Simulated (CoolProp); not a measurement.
Saturated liquid density (kg/m³) of CF4 (R14): the reference equation beside estimates from Tc = 227.4 K, pc = 3.762 MPa, ω = 0.178. Rackett uses Z = 0.29056 − 0.08775 ω.

The numbers come from the reference Helmholtz-energy equation of state, Platzer 1990 in CoolProp. This equation is an older, rougher fit; its heat capacities, sound speeds and derivatives of the liquid may be far off and weren't checked against measurements.

```csv
T (K),reference,Rackett,van der Waals,Redlich-Kwong,Peng-Robinson
180.2,1395,1452,910.7,1290,1511
184,1369,1424,892.5,1257,1474
187.9,1341,1394,872.8,1222,1434
191.7,1312,1363,852.7,1185,1392
195.6,1281,1330,830.8,1146,1346
199.4,1248,1296,808.1,1105,1298
203.3,1213,1258,783.1,1061,1244
207.1,1174,1217,756.7,1013,1187
```

Absolute difference from the reference over all 8 rows, mean and median: Rackett 3.9 and 3.9 %, van der Waals 35.1 and 35.1 %, Redlich-Kwong 10.3 and 10.1 %, Peng-Robinson 5.2 and 5.6 %.
